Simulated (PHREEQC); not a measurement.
Make-up at 25 °C: 57 mmol/kgw AlCl3, 1.2 mmol/kgw H2SiF6 and 5.3 mmol/kgw NaNO3. Closed to the air; pH follows from the charge balance.

All values are PHREEQC results (ion-association model, phreeqc.dat), not measurements.

The pH is 2.25 and the ionic strength comes out as 0.333 mol/kgw. The density is 1.004 g/cm³ and the total alkalinity comes out as -7.20 meq/kg.

| species | molality | activity | log γ |
|---|---|---|---|
| Cl- | 0.171 | 0.116 | -0.169 |
| Al+3 | 0.0498 | 0.00523 | -0.979 |
| H+ | 0.00724 | 0.00563 | -0.109 |
| AlF+2 | 0.00711 | 0.00186 | -0.582 |
| NO3- | 0.00530 | 0.00344 | -0.188 |
| Na+ | 0.00530 | 0.00385 | -0.139 |
| H4SiO4 | 0.00120 | 0.00130 | 0.033 |
| AlF2+ | 4.64e-5 | 3.32e-5 | -0.145 |
| AlOH+2 | 3.51e-5 | 9.19e-6 | -0.582 |
| HF | 2.79e-7 | 3.01e-7 | 0.033 |
| F- | 5.35e-8 | 3.56e-8 | -0.177 |
| Al(OH)2+ | 1.78e-8 | 1.27e-8 | -0.145 |
| AlF3 | 1.38e-8 | 1.49e-8 | 0.033 |

Precipitation was switched off in this run. The solution is supersaturated, for example in Quartz (slow to form), Chalcedony (slow to form), so a real one may precipitate; this is no full list. Complexes and solids missing from the database can't appear. SiF6-2 is the database's only silicon fluoride. Fluoro complexes past AlF4- and FeF3 are missing from the database.
